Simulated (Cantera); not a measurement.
Input: 1 mol CuO, 0.9 mol NF3, 0.17 mol H2, held at 1025 °C and 0.00320 bar.

These are equilibrium values from Cantera (NASA tables, ideal gas, pure condensed phases), not measurements of a reactor. Candidate condensed phases: Cu, CuF2, CuO, Cu(OH)2, Cu2O, H2O; 45 gas species. Equilibrium is a limit: real reactors are often held back by kinetics, nucleation or transport.

Base state: CuF2 0.377, O2 0.189, N2 0.170, F 0.136, HF 0.128, NO 0.000172, CuF 7.15e-5, F2 6.34e-5 (mole fractions); condensed: gas only.

Problem. What changes in the equilibrium state with this change: H2 from 0.17 to 3.6 mol?

Solution. 
| species | before | after |
|---|---|---|
| HF | 0.128 | 0.500 |
| H2 | <1e-9 | 0.231 |
| H2O | <1e-9 | 0.185 |
| CuF2 | 0.377 | <1e-9 |
| O2 | 0.189 | <1e-9 |
| F | 0.136 | <1e-9 |
| N2 | 0.170 | 0.0833 |
| Cu | <1e-9 | 4.72e-5 |
| NO | 0.000172 | <1e-9 |
| F2 | 6.34e-5 | <1e-9 |
| CuF | 7.15e-5 | 1.11e-5 |
| Cu(s), mol | 0 | 1.000 |
